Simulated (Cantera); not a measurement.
Input (Python, Cantera):

```python
import numpy as np
import cantera as ct

gas = ct.Solution("gri30.yaml")
gas.TPX = 1700, 200000, {'CH4': 1, 'O2': 3.77, 'N2': 27.9, 'CO2': 0.16}
reactor = ct.IdealGasConstPressureReactor(gas, energy="on", clone=False)
net = ct.ReactorNet([reactor])
net.rtol, net.atol = 1e-08, 1e-16
show = ['CH4', 'O2', 'H2', 'NO', 'H2O2', 'HO2']
times = np.geomspace(2e-06, 0.3, 10)

steps = ct.SolutionArray(gas, extra=["t"])
rows = []
print(f"{'t/s':>10s}{'T/K':>9s}{'P/Pa':>11s}" + "".join(f"{s:>11s}" for s in show))
for t in times:
    while net.time < t:
        t_next = net.step()
        steps.append(gas.state, t=t_next)
    rows.append([np.interp(t, steps.t, y) for y in (steps.T, steps.P, *steps(*show).X.T)])
    print(f"{t:10.3e}{rows[-1][0]:9.1f}{rows[-1][1]:11.4g}" + "".join(f"{x:11.3e}" for x in rows[-1][2:]))
rate = np.gradient(steps.T, steps.t)
print("integrator steps:", len(steps.t))
if steps.T.max() > steps.T[0] + 200:
    print(f"time of steepest temperature rise: {steps.t[rate.argmax()]:.4e} s")
gas.TPX = 1700, 200000, {'CH4': 1, 'O2': 3.77, 'N2': 27.9, 'CO2': 0.16}
gas.equilibrate("HP")
print(f"equilibrium (HP): T = {gas.T:.1f} K  " + "  ".join(f"{s} {gas[s].X[0]:.3e}" for s in show))
```

Output:

```
       t/s      T/K       P/Pa        CH4         O2         H2         NO       H2O2        HO2
 2.000e-06   1700.0      2e+05  3.046e-02  1.148e-01  4.753e-07  7.073e-14  2.572e-09  4.637e-07
 7.519e-06   1699.9      2e+05  3.045e-02  1.148e-01  2.140e-06  4.745e-13  1.241e-08  1.645e-06
 2.827e-05   1699.8      2e+05  3.037e-02  1.148e-01  1.177e-05  3.648e-12  4.167e-08  4.904e-06
 1.063e-04   1703.7      2e+05  2.875e-02  1.139e-01  3.420e-04  1.004e-10  3.035e-07  2.521e-05
 3.995e-04   2271.1      2e+05  2.298e-19  5.351e-02  1.048e-03  1.005e-04  9.341e-08  3.247e-06
 1.502e-03   2313.7      2e+05 -6.819e-20  5.323e-02  4.075e-04  2.824e-04  8.740e-08  2.756e-06
 5.646e-03   2312.7      2e+05  3.248e-20  5.296e-02  4.041e-04  8.311e-04  8.702e-08  2.737e-06
 2.123e-02   2309.1      2e+05  3.144e-20  5.209e-02  3.994e-04  2.604e-03  8.558e-08  2.675e-06
 7.980e-02   2301.8      2e+05  2.933e-20  5.033e-02  3.902e-04  6.177e-03  8.271e-08  2.551e-06
 3.000e-01   2298.4      2e+05  2.835e-20  4.950e-02  3.860e-04  7.862e-03  8.136e-08  2.494e-06
integrator steps: 1587
time of steepest temperature rise: 1.7166e-04 s
equilibrium (HP): T = 2298.3 K  CH4 4.352e-20  O2 4.949e-02  H2 3.859e-04  NO 7.885e-03  H2O2 8.134e-08  HO2 2.493e-06
```

Computed with Cantera and GRI-Mech 3.0 (53 species, 325 reactions).
